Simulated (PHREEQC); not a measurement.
# Brine: speciation

A solution holds 0.34 mol NaBr, 0.15 mol SrCl2 and 1.05e-06 mol H4SiO4 per kg of water, at 40 °C. It is in equilibrium with CO2 at log p = 0 (atm). Otherwise closed; pH follows from the charge balance.

Model: ion-association model, wateq4f.dat, run in PHREEQC.

| Property | Value |
|---|---|
| pH | 3.79 |
| ionic strength | 0.790 mol/kgw |
| activity of water | 0.980 |

```csv
species,molality,activity,log γ
Br-,0.340,0.257,-0.122
Na+,0.340,0.238,-0.155
Cl-,0.300,0.182,-0.218
Sr+2,0.150,0.0347,-0.636
CO2,0.0198,0.0237,0.079
H+,0.000216,0.000161,-0.128
HCO3-,0.000110,7.28e-5,-0.180
SrHCO3+,9.77e-5,6.45e-5,-0.180
NaHCO3,8.13e-6,9.75e-6,0.079
H4SiO4,1.05e-6,1.26e-6,0.079
```

No solid was allowed to form. Caution: at this ionic strength the ion-association model is outside its range; a Pitzer model would be the better tool where its parameters exist. Constants without temperature data keep their 25 °C values here.
